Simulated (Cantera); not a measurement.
Input: 1 mol C, 0.026 mol NH3, 0.91 mol H2, equilibrated at 527 °C and 30.0 Pa.

Method: chemical equilibrium by Gibbs-energy minimisation in Cantera with the NASA 1993 tables (ideal gas, pure condensed phases). Candidate condensed phases: C, C6H6, C7H8, C8H18; 92 gas species. Kinetics and transport are ignored.

Base state: H2 0.986, N2 0.0135, CH4 0.000392 (mole fractions); condensed: C(graphite).

Question: What changes in the equilibrium state with this change: temperature from 527 °C to 1650 °C?

Answer: 
```
species             before     after
----------------  --------  --------
H2                   0.986     0.933
H                    <1e-9    0.0525
N2                  0.0135    0.0125
HCN                1.08e-8   0.00116
C2H2 (acetylene)     <1e-9  0.000421
HNC                  <1e-9   5.72e-5
CH4               0.000392   1.37e-7
C(graphite), mol     1.000     0.998
```

Question: What changes in the equilibrium state with this change: pressure from 30.0 Pa to 1.33 mbar?

Answer: 
```
species             before    after
----------------  --------  -------
H2                   0.986    0.985
N2                  0.0135   0.0135
CH4               0.000392  0.00174
C(graphite), mol     1.000    0.998
```
